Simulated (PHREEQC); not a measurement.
1 kg of water holding 0.44 mol Na2SO4, 0.16 mol MgSO4 and 0.11 mol K2SO4 is evaporated at 60 °C; the solids stay in contact with the brine. No CO2 enters from the air. Only these solids could form: Arcanite, Bloedite, Brucite, Epsomite, Glaserite, Hexahydrite, Kieserite, Leonite, Mirabilite, Misenite, Schoenite, Thenardite.

All values are PHREEQC results (Pitzer model, pitzer.dat), not measurements.

| water left (kg) | ionic strength | water activity | Thenardite (mol) |
|---|---|---|---|
| 1 | 2.29 | 0.977 | 0 |
| 0.8219 | 2.79 | 0.973 | 0 |
| 0.6755 | 3.39 | 0.967 | 0 |
| 0.5552 | 4.12 | 0.960 | 0 |
| 0.4563 | 5.02 | 0.952 | 0 |
| 0.375 | 6.11 | 0.941 | 0 |
| 0.3082 | 7.43 | 0.928 | 0 |
| 0.2533 | 9.04 | 0.912 | 0 |
| 0.2082 | 11.0 | 0.893 | 0 |
| 0.1711 | 13.4 | 0.870 | 0 |
| 0.1407 | 15.8 | 0.850 | 0.0196 |
| 0.1156 | 16.6 | 0.844 | 0.0994 |
| 0.09502 | 17.5 | 0.836 | 0.165 |

Glaserite from water left = 0.1407 kg; Thenardite from water left = 0.1407 kg.

Constants without temperature data keep their 25 °C values here.
